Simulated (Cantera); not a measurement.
An isothermal, constant-pressure homogeneous reactor starts with NO : N₂ = 1 : 0.57 (molar parts), at 1648 K and 1.01 bar. Integrator tolerance rtol = 1e-08.

Model: GRI-Mech 3.0 (53 species, 325 reactions), integrated in Cantera.

What does this change do: NO 1 to 0.15 parts?


```
quantity                                           before                                     after
----------------  ---------------------------------------  ----------------------------------------
x(NO) at 5.00 s     0.472 (gas-phase equilibrium 0.00271)     0.187 (gas-phase equilibrium 0.00178)
x(NO₂) at 5.00 s  0.00106 (gas-phase equilibrium 1.19e-5)  0.000159 (gas-phase equilibrium 4.44e-6)
x(O) at 5.00 s    7.47e-6 (gas-phase equilibrium 1.43e-5)   2.82e-6 (gas-phase equilibrium 8.13e-6)
x(N₂) at 5.00 s       0.445 (gas-phase equilibrium 0.680)       0.802 (gas-phase equilibrium 0.895)
x(N₂O) at 5.00 s  8.29e-5 (gas-phase equilibrium 1.50e-7)   1.32e-5 (gas-phase equilibrium 1.12e-7)
x(O₂) at 5.00 s      0.0815 (gas-phase equilibrium 0.317)      0.0106 (gas-phase equilibrium 0.103)
```
